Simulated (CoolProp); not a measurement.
A single-stage vapour-compression cycle with R113: evaporating at 294.15 K (dew point), condensing at 316.15 K (bubble point), superheat 5 K, subcooling 5 K, compressor efficiency 0.7, no pressure losses. Each further row changes one setting.

Values from CoolProp's reference Helmholtz-energy equation of state, Marx 1992.

```json
[
 {"case": "as stated", "cooling COP": "(withheld)", "pressure ratio": "2.27", "discharge temperature (K)": "323.8", "refrigerating effect (kJ/kg)": "140", "volumetric capacity (kJ/m³)": "411"},
 {"case": "evaporating temperature 299.15 K", "cooling COP": "12.0", "pressure ratio": "(withheld)", "discharge temperature (K)": "323.0", "refrigerating effect (kJ/kg)": "143", "volumetric capacity (kJ/m³)": "506"},
 {"case": "condensing temperature 311.15 K", "cooling COP": "11.8", "pressure ratio": "(withheld)", "discharge temperature (K)": "318.5", "refrigerating effect (kJ/kg)": "145", "volumetric capacity (kJ/m³)": "425"},
 {"case": "subcooling 10 K", "cooling COP": "9.28", "pressure ratio": "2.27", "discharge temperature (K)": "323.8", "refrigerating effect (kJ/kg)": "145", "volumetric capacity (kJ/m³)": "425"},
 {"case": "superheat 15 K", "cooling COP": "(withheld)", "pressure ratio": "2.27", "discharge temperature (K)": "334.2", "refrigerating effect (kJ/kg)": "147", "volumetric capacity (kJ/m³)": "416"},
 {"case": "compressor efficiency 0.6", "cooling COP": "7.70", "pressure ratio": "2.27", "discharge temperature (K)": "327.6", "refrigerating effect (kJ/kg)": "140", "volumetric capacity (kJ/m³)": "411"}
]
```

### Question
Fill in the missing entries.

### Answer

- as stated, cooling COP: 8.98
- evaporating temperature 299.15 K, pressure ratio: 1.86
- condensing temperature 311.15 K, pressure ratio: 1.91
- superheat 15 K, cooling COP: 9.08
